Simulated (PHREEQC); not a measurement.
# Spent oxide etchant: an equilibrium model

Dissolve 1.4 mmol/kgw NH4HF2, 0.11 mmol/kgw H2SiF6 and 0.72 mmol/kgw H3BO3 at 70 °C. Closed to the air; pH follows from the charge balance.

The numbers come from PHREEQC with the ion-association model, phreeqc.dat.

No solid was allowed to form.

Problem. What pH, ionic strength, specific conductance does the model give?

Solution. pH 3.53; ionic strength 0.00171 mol/kgw; specific conductance 643 µS/cm.

Problem. In which forms is B present?

Solution. H3BO3 93 %, BF2(OH)2- 4.3 %, BF4- 1.9 %, BF3OH- 1.1 % of the B.

At this temperature some constants are extrapolated from 25 °C, and those without enthalpy data are left unchanged. SiF6-2 is the database's only silicon fluoride. Real BF4- forms and hydrolyses slowly; the run takes it at equilibrium.
